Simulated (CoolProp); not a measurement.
Vapour-liquid equilibrium of R143a (1) + R152A (2) at 1570 kPa; x and y are mole fractions of (1).

Model: multi-fluid Helmholtz-energy mixture model, Lemmon and Jacobsen 2000 and Outcalt 1996; pair parameters Bell 2016, in CoolProp.

| x | bubble temperature (K) | y at the bubble point | dew temperature at overall composition x (K) | liquid density (mol/L) |
|---|---|---|---|---|
| 0.05 | 332.9 | 0.083 | 333.8 | 11.96 |
| 0.15 | 328.8 | 0.230 | 331.1 | 11.85 |
| 0.25 | 325.3 | 0.357 | 328.3 | 11.72 |
| 0.35 | 322.1 | 0.468 | 325.5 | 11.59 |
| 0.45 | 319.2 | 0.567 | 322.6 | 11.44 |
| 0.55 | 316.6 | 0.658 | 319.7 | 11.30 |
| 0.65 | 314.1 | 0.741 | 316.8 | 11.14 |
| 0.75 | 311.9 | 0.819 | 313.9 | 10.99 |
| 0.85 | 309.8 | 0.893 | 311.0 | 10.84 |
| 0.95 | 307.7 | 0.965 | 308.2 | 10.69 |

No azeotrope shows between x = 0.05 and 0.95.

The pair parameters rest on a limited set of measurements; away from them the model extrapolates.
